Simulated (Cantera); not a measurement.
A closed system holds: 1 mol BN, 6.5 mol N2, at 2648 K and 390 Pa.

Cantera equilibrium calculation (NASA polynomials, part measured and part estimated; ideal gas, pure solids and liquids). Candidate condensed phases: B, BN; 5 gas species. Equilibrium is a limit: real reactors are often held back by kinetics, nucleation or transport.

Base state: N2 0.914, B 0.0847, BN 0.00153, B2 2.78e-5, N 1.63e-5 (mole fractions); condensed: B(l).

Task: What changes in the equilibrium state with this change: temperature from 2648 K to 2698.15 K?

Result: 
```json
[
 {"species": "N2", "before": "0.914", "after": "0.875"},
 {"species": "B", "before": "0.0847", "after": "0.123"},
 {"species": "BN", "before": "0.00153", "after": "0.00202"},
 {"species": "B2", "before": "2.78e-5", "after": "4.56e-5"},
 {"species": "N", "before": "1.63e-5", "after": "2.40e-5"},
 {"species": "B(l), mol", "before": "0.339", "after": "0"}
]
```
